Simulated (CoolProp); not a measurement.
Methanol at 331.42 K and 0.0496 MPa flows at 0.34 m/s in a round tube of 25 mm bore and 15 µm roughness, fully developed (64/Re and Nu = 3.66 if laminar; Colebrook and Gnielinski if turbulent). Each further row changes one setting.

The numbers come from the reference Helmholtz-energy equation of state, de Reuck 1993 in CoolProp.

| case | Reynolds number | Darcy friction factor | pressure drop (Pa/m) | heat-transfer coefficient (W/(m² K)) | mass flow (kg/h) |
|---|---|---|---|---|---|
| as stated | (withheld) | (withheld) | 0.186 | 2.67 | 0.354 |
| velocity 0.68 m/s | 939 | 0.0682 | (withheld) | 2.67 | (withheld) |
| diameter 50 mm | 939 | 0.0682 | 0.0465 | (withheld) | (withheld) |

Task: What belongs in the gaps?

Result: 
- as stated, Reynolds number: 469
- as stated, Darcy friction factor: 0.136
- velocity 0.68 m/s, pressure drop (Pa/m): 0.372
- velocity 0.68 m/s, mass flow (kg/h): 0.708
- diameter 50 mm, heat-transfer coefficient (W/(m² K)): 1.33
- diameter 50 mm, mass flow (kg/h): 1.42

Viscosity comes from a separate model (Xiang 2006). Thermal conductivity comes from a separate model (Sykioti 2013).
